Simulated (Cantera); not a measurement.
Input: 1 mol CuO, 2600 mol H₂, at 0.133 bar.

These are equilibrium values from Cantera (NASA tables, ideal gas, pure condensed phases), not measurements of a reactor. Candidate condensed phases: Cu, CuO, Cu(OH)₂, Cu₂O, H₂O; 12 gas species. Kinetics and transport are ignored.

Q: Which condensed phases are stable at each of these points (T (K)): 850, 925, 1000, 1075, 1150, 1225, 1300, 1375, 1450, 1525, 1600, 1675, 1750?

A: 
| T (K) | condensed phases | Cu condensed (%) |
|---|---|---|
| 850 | Cu(s) | 100.0 |
| 925 | Cu(s) | 100.0 |
| 1000 | Cu(s) | 100.0 |
| 1075 | Cu(s) | 100.0 |
| 1150 | Cu(s) | 100.0 |
| 1225 | Cu(s) | 100.0 |
| 1300 | Cu(s) | 99.7 |
| 1375 | Cu(l) | 98.4 |
| 1450 | Cu(l) | 93.3 |
| 1525 | Cu(l) | 75.7 |
| 1600 | Cu(l) | 22.3 |
| 1675 | gas only | 0.0 |
| 1750 | gas only | 0.0 |

From 850 K to 1300 K the condensed part is Cu(s). From 1375 K to 1600 K the condensed part is Cu(l). From 1675 K to 1750 K nothing is condensed.
